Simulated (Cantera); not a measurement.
## Gas activation for diamond growth

An isothermal, constant-pressure homogeneous reactor starts with 3.08 % CH4, 88.1 % H2, 0.159 % O2, 8.64 % H2O, at 2525 K and 0.0410 bar.

Cantera simulation using GRI-Mech 3.0 (53 species, 325 reactions); the numbers are that mechanism's predictions, not measurements. Radical loss at walls, strong at low pressure, is not modelled.

```
t (s)        x CH4   x H2     x O2     x HCO    x CH2O
--------  --------  -----  -------  --------  --------
6.00e-6     0.0304  0.881  0.00158  3.20e-10   3.78e-8
4.30e-5     0.0280  0.877  0.00143   2.09e-7   3.27e-6
0.000308    0.0140  0.864  2.44e-5   3.65e-6   1.31e-5
0.00221    0.00129  0.870  5.41e-7   9.40e-7   2.28e-6
0.0158     9.94e-6  0.866  6.72e-7   3.88e-8   2.55e-8
0.114     2.33e-12  0.811  3.25e-6   1.99e-8  4.32e-10
0.814     1.38e-12  0.797  4.33e-6   1.88e-8  3.53e-10
5.84      1.38e-12  0.797  4.33e-6   1.88e-8  3.53e-10
41.8      1.38e-12  0.797  4.33e-6   1.88e-8  3.53e-10
300       1.38e-12  0.797  4.33e-6   1.88e-8  3.53e-10
```
x: mole fraction; the columns are a selection and need not sum to one.

Equilibrium at this temperature and pressure: CH4 1.50e-12, H2 0.797, O2 4.33e-6, HCO 1.88e-8, CH2O 3.53e-10 (gas phase only).
